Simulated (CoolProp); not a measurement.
n-decane along the isobar 2.51 MPa: density (kg/m³) from the reference equation and from simpler models built on Tc = 344.5 °C, pc = 2.101 MPa, ω = 0.488; each cubic takes its own stable root.

Computed with CoolProp (reference Helmholtz-energy equation of state, Lemmon 2006). It is a short technical equation, of lower accuracy than the large ones.

```csv
T (°C),phase,reference
218.25,liquid,568.5
222.25,liquid,564.5
226.15,liquid,560.6
230.15,liquid,556.5
234.05,liquid,552.4
238.05,liquid,548.2
242.05,liquid,543.9
245.95,liquid,539.6
249.95,liquid,535.2
253.85,liquid,530.7
257.85,liquid,526.1
261.75,liquid,521.5
265.75,liquid,516.6
269.75,liquid,511.7
273.65,liquid,506.7
```

### Question
How far does each simpler model (van der Waals, Soave-Redlich-Kwong, Peng-Robinson) lie from the reference over these 15 states: mean and median of the absolute difference, and the worst?

### Answer
- van der Waals: mean 43.4 %, median 43.4 %, worst -43.8 % at 218.25 °C and 2.51 MPa
- Soave-Redlich-Kwong: mean 16.6 %, median 16.5 %, worst -17.6 % at 273.65 °C and 2.51 MPa
- Peng-Robinson: mean 5.7 %, median 5.6 %, worst -7.0 % at 273.65 °C and 2.51 MPa
